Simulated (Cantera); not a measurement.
Iron carbonyl, mercury and lead vapours: Pb + O2 + N2

Charge: 1 mol Pb, 0.6 mol O2, 8.9 mol N2, held at 29000 Pa.

These are equilibrium values from Cantera (NASA tables, ideal gas, pure condensed phases), not measurements of a reactor. Candidate condensed phases: Pb, PbO, PbO2, Pb3O4; 12 gas species. Gases not in the tables: (PbO)n polymers. The numbers say what is thermodynamically allowed, not how fast it happens.

| T (K) | x N2 | x PbO | x O2 | x Pb | x NO | x O | n PbO(red) | n Pb3O4(s) | n PbO(yellow) | n PbO(l) |
|---|---|---|---|---|---|---|---|---|---|---|
| 475 | 1.000 | <1e-12 | 0.000354 | <1e-12 | 7.70e-12 | <1e-12 | 0.419 | 0.194 | 0 | 0 |
| 575 | 0.989 | <1e-12 | 0.0111 | <1e-12 | 2.39e-9 | <1e-12 | 1.00 | 0 | 0 | 0 |
| 675 | 0.989 | <1e-12 | 0.0111 | <1e-12 | 4.06e-8 | <1e-12 | 1.00 | 0 | 0 | 0 |
| 775 | 0.989 | 6.19e-11 | 0.0111 | <1e-12 | 3.31e-7 | <1e-12 | 0 | 0 | 1.00 | 0 |
| 875 | 0.989 | 8.88e-9 | 0.0111 | <1e-12 | 1.68e-6 | <1e-12 | 0 | 0 | 1.00 | 0 |
| 975 | 0.989 | 4.47e-7 | 0.0111 | 1.69e-10 | 6.08e-6 | 1.41e-11 | 0 | 0 | 1.000 | 0 |
| 1075 | 0.989 | 1.06e-5 | 0.0111 | 1.70e-8 | 1.74e-5 | 2.57e-10 | 0 | 0 | 1.000 | 0 |
| 1175 | 0.989 | 0.000139 | 0.0111 | 7.38e-7 | 4.14e-5 | 2.86e-9 | 0 | 0 | 0 | 0.999 |
| 1275 | 0.988 | 0.001000 | 0.0111 | 1.46e-5 | 8.62e-5 | 2.18e-8 | 0 | 0 | 0 | 0.991 |
| 1375 | 0.983 | 0.00529 | 0.0111 | 0.000184 | 0.000161 | 1.24e-7 | 0 | 0 | 0 | 0.950 |
| 1475 | 0.965 | 0.0220 | 0.0115 | 0.00159 | 0.000280 | 5.71e-7 | 0 | 0 | 0 | 0.782 |
| 1575 | 0.900 | 0.0752 | 0.0145 | 0.00930 | 0.000488 | 2.40e-6 | 0 | 0 | 0 | 0.164 |
x: gas mole fraction; n: condensed amount in mol.

At 475 K the condensed part is PbO(red) + Pb3O4(s). From 575 K to 675 K the condensed part is PbO(red). From 775 K to 1075 K the condensed part is PbO(yellow). From 1175 K to 1575 K the condensed part is PbO(l).
